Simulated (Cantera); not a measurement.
Transport properties of process gases

Gas mixture: N2 : C3H8 : CH3OH : H2 = 0.29 : 0.56 : 0.94 : 0.27 (molar parts), at 0.0860 bar, frozen composition.

Cantera's kinetic-theory transport with the Lennard-Jones parameters of GRI-Mech 3.0, ideal gas; thermal conductivity in the multicomponent form. Polar gases are described roughly by these parameters. The composition is frozen, though it would react at the higher temperatures.

| T (K) | ρ (kg/m³) | cp (J/kg/K) | μ (µPa s) | λ (mW/m/K) | Pr | D (cm²/s) CH3 | D (cm²/s) H2 | D (cm²/s) NH3 |
|---|---|---|---|---|---|---|---|---|
| 400 | 0.0797 | 1850 | 13.3 | 39.7 | 0.621 | 3.51 | 11.5 | 3.31 |
| 600 | 0.0531 | 2394 | 19.3 | 68.8 | 0.670 | 7.33 | 23.0 | 7.26 |
| 800 | 0.0398 | 2817 | 24.5 | 99.5 | 0.695 | 12.2 | 37.4 | 12.4 |
| 1000 | 0.0319 | 3146 | 29.3 | 130 | 0.708 | 17.9 | 54.4 | 18.7 |
| 1200 | 0.0266 | 3384 | 33.6 | 160 | 0.713 | 24.4 | 73.8 | 25.8 |
| 1400 | 0.0228 | 3578 | 37.6 | 188 | 0.717 | 31.6 | 95.4 | 33.9 |
| 1600 | 0.0199 | 3734 | 41.4 | 215 | 0.718 | 39.6 | 119 | 42.7 |
D: mixture-averaged diffusion coefficient of that species in the mixture.
